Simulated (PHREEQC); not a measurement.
**Polishing slurry liquid**

Dissolve 0.052 mol TMAH, 0.0046 mol K2SO4 and 0.028 mol KH2PO4 per kg of water at 75 °C. Closed to the air; pH follows from the charge balance.

All values are PHREEQC results (ion-association model, wateq4f.dat), not measurements.

No solid was allowed to form.

Question: Estimate the pH, ionic strength.

Answer: pH 10.81; ionic strength 0.132 mol/kgw.

Question: In which forms is P present?

Answer: HPO4-2 76 %, PO4-3 23 %, KHPO4- 1.6 % of the P.

(CH3)4N+ isn't in the database: it is added as a free cation with an ion size of 4 Å. H3PO4, which wateq4f.dat lacks, is added to it with the constant of phreeqc.dat. At this temperature some constants are extrapolated from 25 °C, and those without enthalpy data are left unchanged.
